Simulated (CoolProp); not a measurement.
Vapour-liquid equilibrium of ethane (1) + CHF3 (R23) (2) at 243.4 K; x and y are mole fractions of (1).

Values from CoolProp's multi-fluid Helmholtz-energy mixture model, Bücker 2006 and Penoncello 2003; pair parameters Bell 2016.

```json
[
 {"x": "0.05", "bubble pressure, mixture model (bar)": "11.99", "bubble pressure, Raoult's law (bar)": "10.19", "y, mixture model": "0.163", "y, Raoult's law": "0.053"},
 {"x": "0.15", "bubble pressure, mixture model (bar)": "14.23", "bubble pressure, Raoult's law (bar)": "10.24", "y, mixture model": "0.324", "y, Raoult's law": "0.157"},
 {"x": "0.25", "bubble pressure, mixture model (bar)": "15.33", "bubble pressure, Raoult's law (bar)": "10.30", "y, mixture model": "0.402", "y, Raoult's law": "0.260"},
 {"x": "0.35", "bubble pressure, mixture model (bar)": "15.85", "bubble pressure, Raoult's law (bar)": "10.36", "y, mixture model": "0.450", "y, Raoult's law": "0.362"},
 {"x": "0.45", "bubble pressure, mixture model (bar)": "16.07", "bubble pressure, Raoult's law (bar)": "10.41", "y, mixture model": "0.487", "y, Raoult's law": "0.463"},
 {"x": "0.55", "bubble pressure, mixture model (bar)": "16.08", "bubble pressure, Raoult's law (bar)": "10.47", "y, mixture model": "0.522", "y, Raoult's law": "0.563"},
 {"x": "0.65", "bubble pressure, mixture model (bar)": "15.88", "bubble pressure, Raoult's law (bar)": "10.53", "y, mixture model": "0.562", "y, Raoult's law": "0.662"},
 {"x": "0.75", "bubble pressure, mixture model (bar)": "15.35", "bubble pressure, Raoult's law (bar)": "10.58", "y, mixture model": "0.617", "y, Raoult's law": "0.760"},
 {"x": "0.85", "bubble pressure, mixture model (bar)": "14.27", "bubble pressure, Raoult's law (bar)": "10.64", "y, mixture model": "0.702", "y, Raoult's law": "0.857"},
 {"x": "0.95", "bubble pressure, mixture model (bar)": "12.26", "bubble pressure, Raoult's law (bar)": "10.70", "y, mixture model": "0.859", "y, Raoult's law": "0.953"}
]
```

The largest gap from Raoult's law is +54.4 % in bubble pressure, at x = 0.45. y crosses x between x = 0.45 and 0.55: the model has an azeotrope there.

Pair parameters are fitted to limited data, so mixtures are less certain than the pure fluids. With so large a gap from Raoult's law the liquid may split in two, which this calculation doesn't test in full.
